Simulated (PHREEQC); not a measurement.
A PHREEQC input (ion-association model, phreeqc.dat):

```
SOLUTION 1
  temp 40
  units mg/L
  pH 6.81
  pe 9.5
  Na 557
  K 35
  Ca 310
  Mg 12.1
  Cl 390
  S(6) 1340 as SO4
  Alkalinity 225
  Zn 12.5
  Si 7.56 as SiO2
  Ba 2.75
END
USE solution 1
EQUILIBRIUM_PHASES 1
  Chalcedony 0 0
  CO2(g) -3.4 10
END
```

The run finishes without an error or a warning.

Its last state differs from that of the intended input:

```json
[
 {"quantity": "pH", "as run": "8.66", "intended": "8.59"},
 {"quantity": "ionic strength (mol/kgw)", "as run": "0.0526", "intended": "0.0524"},
 {"quantity": "HCO3- (mol/kgw)", "as run": "0.00268", "intended": "0.00226"},
 {"quantity": "CaCO3 (mol/kgw)", "as run": "0.000342", "intended": "0.000247"},
 {"quantity": "Zn(CO3)2-2 (mol/kgw)", "as run": "0.000122", "intended": "0.000102"},
 {"quantity": "CO3-2 (mol/kgw)", "as run": "0.000134", "intended": "9.50e-5"},
 {"quantity": "SI of Quartz (SiO2)", "as run": "-0.18", "intended": "-0.17"},
 {"quantity": "SI of Gypsum (CaSO4:2H2O)", "as run": "-0.35", "intended": "-0.34"}
]
```

One thing in the input isn't as intended. What explains the difference?

One answer among several that fit: The fault: 'as HCO3' left off the alkalinity, which is then read as CaCO3.
